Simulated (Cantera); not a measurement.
A perfectly stirred reactor is fed with 4.39 % CH4, 17.9 % O2, 73.3 % N2, 1.93 % H2O, 2.50 % H2, at 1.01 bar; it is adiabatic with a 350 K inlet, and is followed from long to short residence time, starting on the burning branch (τ in s: 0.18, 0.049, 0.014, 0.0037, 0.001, 0.00028, 7.7e-05, 2.1e-05, 5.8e-06).

Model: GRI-Mech 3.0 (53 species, 325 reactions), integrated in Cantera.

### Question
Predict: blow-out, bracketed by the residence times tried; x(CH4) at τ = 0.180 s; x(O2) at τ = 0.180 s; x(H2O) at τ = 0.180 s; x(HCO) at τ = 0.180 s; x(CO) at τ = 0.180 s; x(CH4) at τ = 1.00 ms; x(O2) at τ = 1.00 ms; x(H2O) at τ = 1.00 ms; x(HCO) at τ = 1.00 ms; x(CO) at τ = 1.00 ms.

### Answer
- blow-out, bracketed by the residence times tried: burning at 1.00 ms, out at 0.280 ms
- x(CH4) at τ = 0.180 s: 1.26e-5
- x(O2) at τ = 0.180 s: 0.0797
- x(H2O) at τ = 0.180 s: 0.133
- x(HCO) at τ = 0.180 s: 6.93e-9
- x(CO) at τ = 0.180 s: 0.000178
- x(CH4) at τ = 1.00 ms: 0.000462
- x(O2) at τ = 1.00 ms: 0.0838
- x(H2O) at τ = 1.00 ms: 0.129
- x(HCO) at τ = 1.00 ms: 1.53e-6
- x(CO) at τ = 1.00 ms: 0.00682
